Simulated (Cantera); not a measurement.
Feed: 1 mol PbO, 0.27 mol O2, 0.72 mol H2, equilibrated at 1.30 bar.

Equilibrium computed with Cantera from the NASA thermochemical tables; the gas is ideal and each condensed phase is pure. Candidate condensed phases: H2O, Pb, PbO, PbO2, Pb3O4; 12 gas species. Each liquid is taken as pure. Mutual solubility and eutectic melting of coexisting phases are not modelled. Gases not in the tables: (PbO)n polymers. Rates play no part.

x: gas mole fraction; n: condensed amount in mol.

```json
[
 {"T (K)": "525", "x H2O": "1.000", "x Pb": "<1e-12", "x PbO": "<1e-12", "x H2": "8.47e-6", "x OH": "<1e-12", "x Pb2": "<1e-12", "x O2": "<1e-12", "n Pb(s)": "0.180", "n PbO(red)": "0.820", "n Pb(l)": "0", "n PbO(yellow)": "0", "n PbO(l)": "0"},
 {"T (K)": "625", "x H2O": "1.000", "x Pb": "1.79e-11", "x PbO": "<1e-12", "x H2": "2.21e-5", "x OH": "<1e-12", "x Pb2": "<1e-12", "x O2": "<1e-12", "n Pb(s)": "0", "n PbO(red)": "0.820", "n Pb(l)": "0.180", "n PbO(yellow)": "0", "n PbO(l)": "0"},
 {"T (K)": "725", "x H2O": "1.000", "x Pb": "2.60e-9", "x PbO": "<1e-12", "x H2": "4.22e-5", "x OH": "<1e-12", "x Pb2": "<1e-12", "x O2": "<1e-12", "n Pb(s)": "0", "n PbO(red)": "0.820", "n Pb(l)": "0.180", "n PbO(yellow)": "0", "n PbO(l)": "0"},
 {"T (K)": "825", "x H2O": "1.000", "x Pb": "1.10e-7", "x PbO": "1.93e-10", "x H2": "7.13e-5", "x OH": "<1e-12", "x Pb2": "<1e-12", "x O2": "<1e-12", "n Pb(s)": "0", "n PbO(red)": "0", "n Pb(l)": "0.180", "n PbO(yellow)": "0.820", "n PbO(l)": "0"},
 {"T (K)": "925", "x H2O": "1.000", "x Pb": "2.06e-6", "x PbO": "1.57e-8", "x H2": "0.000111", "x OH": "2.57e-11", "x Pb2": "1.92e-12", "x O2": "<1e-12", "n Pb(s)": "0", "n PbO(red)": "0", "n Pb(l)": "0.180", "n PbO(yellow)": "0.820", "n PbO(l)": "0"},
 {"T (K)": "1025", "x H2O": "1.000", "x Pb": "(withheld)", "x PbO": "(withheld)", "x H2": "(withheld)", "x OH": "(withheld)", "x Pb2": "(withheld)", "x O2": "<1e-12", "n Pb(s)": "0", "n PbO(red)": "0", "n Pb(l)": "0.180", "n PbO(yellow)": "0.820", "n PbO(l)": "0"},
 {"T (K)": "1125", "x H2O": "1.000", "x Pb": "0.000146", "x PbO": "9.27e-6", "x H2": "0.000223", "x OH": "1.36e-8", "x Pb2": "2.39e-9", "x O2": "8.99e-11", "n Pb(s)": "0", "n PbO(red)": "0", "n Pb(l)": "0.180", "n PbO(yellow)": "0.820", "n PbO(l)": "0"},
 {"T (K)": "1225", "x H2O": "0.999", "x Pb": "(withheld)", "x PbO": "(withheld)", "x H2": "(withheld)", "x OH": "(withheld)", "x Pb2": "(withheld)", "x O2": "(withheld)", "n Pb(s)": "0", "n PbO(red)": "0", "n Pb(l)": "0.179", "n PbO(yellow)": "0", "n PbO(l)": "0.820"},
 {"T (K)": "1325", "x H2O": "0.996", "x Pb": "0.00277", "x PbO": "0.000531", "x H2": "0.000538", "x OH": "8.99e-7", "x Pb2": "3.26e-7", "x O2": "4.75e-8", "n Pb(s)": "0", "n PbO(red)": "0", "n Pb(l)": "0.178", "n PbO(yellow)": "0", "n PbO(l)": "0.820"},
 {"T (K)": "1425", "x H2O": "0.988", "x Pb": "0.00881", "x PbO": "0.00247", "x H2": "0.000798", "x OH": "4.57e-6", "x Pb2": "2.23e-6", "x O2": "5.11e-7", "n Pb(s)": "0", "n PbO(red)": "0", "n Pb(l)": "0.173", "n PbO(yellow)": "0", "n PbO(l)": "0.819"}
]
```

Question: What belongs in the gaps?

Answer: 
- 1025, x Pb: 2.14e-5
- 1025, x PbO: 5.27e-7
- 1025, x H2: 0.000161
- 1025, x OH: 8.04e-10
- 1025, x Pb2: 9.70e-11
- 1225, x Pb: 0.000719
- 1225, x PbO: 8.68e-5
- 1225, x H2: 0.000343
- 1225, x OH: 1.34e-7
- 1225, x Pb2: 3.44e-8
- 1225, x O2: 2.91e-9
